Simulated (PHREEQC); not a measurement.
Dissolve 7.4 mmol/kgw HF, 1 mmol/kgw NH4F and 0.00091 mmol/kgw H4SiO4 at 25 °C. Closed to the air; pH follows from the charge balance.

All values are PHREEQC results (ion-association model, phreeqc.dat), not measurements.

No solid was allowed to form.

Q: What pH, specific conductance does the model give?

A: pH 2.81; specific conductance 759 µS/cm.

Q: In which forms is F present?

A: HF 68 %, F- 31 %, HF2- 1.3 % of the F.

SiF6-2 is the database's only silicon fluoride.
